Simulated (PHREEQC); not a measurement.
1.9 g of hydrous ferric oxide (600 m²/g; 0.2 weak and 0.005 strong sites per Fe, Dzombak-Morel constants, diffuse double layer) in 1 kg of water with 0.3 mol/kgw of an inert sodium salt and 3e-05 mol/kgw CuSO4, 0.00087 mol/kgw H3BO3 and 1.3e-05 mol/kgw NaH2PO4, at 25 °C; the pH is set by adding NaOH or the inert anion's acid. O2 is buffered at 0.21 atm. The system is closed to CO2. No solid was allowed to form.

All values are PHREEQC results (ion-association model, wateq4f.dat), not measurements.

Question: Predict B sorbed (%), P sorbed (%) at pH = 9, 10.5.

Answer: 
```tsv
pH	B sorbed (%)	P sorbed (%)
9	0.7	91.6
10.5	0.0	8.3
```

Species that the database lacks are ignored. H3PO4, which wateq4f.dat lacks, is added to it with the constant of phreeqc.dat. The database has no phosphate complexes of Cu. The database's constant for dissolved Cu(OH)2 is higher than later reviews accept. The oxide is taken as insoluble; below pH 4 it would dissolve.
